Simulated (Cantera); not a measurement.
Mixture: CH4 : O2 : N2 = 1 : 1.05 : 6.84 (molar parts), at 11300 Torr, adiabatic and at constant volume. Ignition delay is the time to a rise of 400 K.

Detailed kinetics in Cantera: GRI-Mech 3.0 (53 species, 325 reactions). The pressure lies above the range GRI-Mech 3.0 was tuned for (to about 10 atm).

Predict: delay at 1173 K; delay at 1223 K; delay at 1273 K; delay at 1323 K; delay at 1373 K; delay at 1423 K; delay at 1473 K; apparent activation energy between 1373 and 1473 K.


```json
{
 "delay at 1173 K": "9.03 ms",
 "delay at 1223 K": "4.99 ms",
 "delay at 1273 K": "2.84 ms",
 "delay at 1323 K": "1.65 ms",
 "delay at 1373 K": "0.978 ms",
 "delay at 1423 K": "0.588 ms",
 "delay at 1473 K": "0.358 ms",
 "apparent activation energy between 1373 and 1473 K": "170 kJ/mol"
}
```
